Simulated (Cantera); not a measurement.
Source: NASA polynomial tables (part measured, part estimated), evaluated in Cantera. Values are per mole of reaction as written; species without (g) are pure solids or liquids, kept so even where they would boil at 1 bar. The tables' values for C2F4 are old estimates.

Between 300 and 900 K, where is each reaction favourable under standard conditions?
- CuF2 + C2F4(g) ⇌ 2 CF3(g) + Cu


- CuF2 + C2F4(g) ⇌ 2 CF3(g) + Cu: ΔG° is 201 kJ at 300 K and 99 kJ at 900 K; it stays positive (K < 1). ΔH° is 241 kJ and ΔS° 157 J/K at 900 K.
